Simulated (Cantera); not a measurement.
Cantera run:

```python
import numpy as np
import cantera as ct

gas_names = [...]  # 109 gases of nasa_gas.yaml made of C, Cl, H, Si
cond_names = """
    C(gr) C6H6(L) C7H8(L) C8H18(L),n-octa Si(cr) Si(L) SiC(b)
""".split()


# ... load() reads the species with a 1 bar reference pressure and builds the phases ...
atoms = {
    'SiH2Cl2': {'Si': 1, 'H': 2, 'CL': 2},
    'C2H4': {'C': 2, 'H': 4},
    'H2': {'H': 2},
}
top_T = {'C(gr)': 4500, 'SiC(b)': 3050}  # K; cautious upper limits of use, not melting points


# ... equilibrate(T, P, feed) seeds the gas with the atoms and calls Mixture.equilibrate('TP', solver="vcs", rtol=1e-11, max_steps=5000) ...
results = []
feed = {'SiH2Cl2': 1, 'C2H4': 0.24, 'H2': 16}  # mol
P = 10000  # Pa
for T in [1625, 1675, 1725, 1775, 1825, 1875, 1925, 1975, 2025, 2075, 2125, 2175, 2225]:
    mix = equilibrate(T, P, feed)
    results.append((T, P, feed, dict(zip(mix.species_names, mix.species_moles))))

top = {s: max(r[3][s] / sum(r[3][g] for g in gas_names) for r in results) for s in gas_names}
cols = sorted((s for s in top if top[s] > 1e-05), key=lambda s: -top[s])[:9]
seen = [c for c in cond_names if any(r[3].get(c, 0) > 1e-12 for r in results)]
print("log10 of partial pressures in bar; condensed amounts in mol")
print(f"{'T/K':>10s}" + "".join(f"{s[:9]:>10s}" for s in cols + seen))
for T, P, feed, n in results:
    ng = sum(n[g] for g in gas_names)
    print(f"{T:10.4g}" + "".join(f"{np.log10(max(n[s] / ng * P / 1e5, 1e-99)):10.3f}" for s in cols)
          + "".join(f"{n.get(c, 0):10.4g}" for c in seen))
```

Output:

```
log10 of partial pressures in bar; condensed amounts in mol
       T/K        H2       HCL         H     SiCL2        Si      SiCL        CL       SiH     SiCL3    Si(cr)     Si(L)    SiC(b)
      1625    -1.040    -2.159    -4.672    -2.733    -6.788    -5.991    -5.894    -7.009    -4.297    0.1665         0      0.48
      1675    -1.040    -2.161    -4.455    -2.724    -6.363    -5.720    -5.683    -6.658    -4.404    0.1619         0      0.48
      1725    -1.041    -2.155    -4.252    -2.732    -5.993    -5.489    -5.477    -6.359    -4.513         0    0.1694      0.48
      1775    -1.041    -2.146    -4.059    -2.746    -5.659    -5.282    -5.279    -6.090    -4.620         0    0.1812      0.48
      1825    -1.042    -2.139    -3.877    -2.760    -5.342    -5.086    -5.092    -5.837    -4.722         0    0.1919      0.48
      1875    -1.042    -2.132    -3.705    -2.775    -5.043    -4.902    -4.915    -5.597    -4.820         0    0.2011    0.4799
      1925    -1.043    -2.126    -3.541    -2.790    -4.759    -4.728    -4.748    -5.370    -4.914         0    0.2086    0.4799
      1975    -1.044    -2.121    -3.386    -2.805    -4.490    -4.563    -4.589    -5.155    -5.003         0    0.2136    0.4798
      2025    -1.045    -2.116    -3.238    -2.820    -4.235    -4.407    -4.438    -4.951    -5.090         0    0.2151    0.4795
      2075    -1.047    -2.113    -3.098    -2.836    -3.992    -4.259    -4.296    -4.758    -5.174         0    0.2114     0.479
      2125    -1.049    -2.110    -2.964    -2.852    -3.760    -4.119    -4.160    -4.573    -5.256         0    0.2001    0.4781
      2175    -1.051    -2.109    -2.837    -2.870    -3.540    -3.987    -4.031    -4.398    -5.336         0    0.1773    0.4762
      2225    -1.055    -2.109    -2.716    -2.888    -3.329    -3.861    -3.909    -4.232    -5.416         0    0.1377    0.4728
```

Equilibrium computed with Cantera from the NASA thermochemical tables; the gas is ideal and each condensed phase is pure. Mutual solubility and eutectic melting of coexisting phases are not modelled. The tables' values for SiCl, SiCl3 are old estimates; treat these amounts as uncertain. Gases not in the tables: Si2H6 and higher silanes.
